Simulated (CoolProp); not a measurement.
n-butane at 298.15 K and 0.061 MPa flows at 0.07 m/s in a round tube of 25 mm bore and 1.5 µm roughness, fully developed (64/Re and Nu = 3.66 if laminar; Colebrook and Gnielinski if turbulent). Each further row changes one setting.

Model: reference Helmholtz-energy equation of state, Bücker 2006, in CoolProp.

```csv
case,Reynolds number,Darcy friction factor,pressure drop (Pa/m),heat-transfer coefficient (W/(m² K)),mass flow (kg/h)
as stated,344,0.186,0.0266,2.42,0.180
velocity 0.14 m/s,688,0.0931,0.0531,2.42,0.360
diameter 50 mm,688,0.0931,0.00664,1.21,0.721
```

Viscosity comes from a separate model (Vogel 1999). Thermal conductivity comes from a separate model (Perkins 2002).
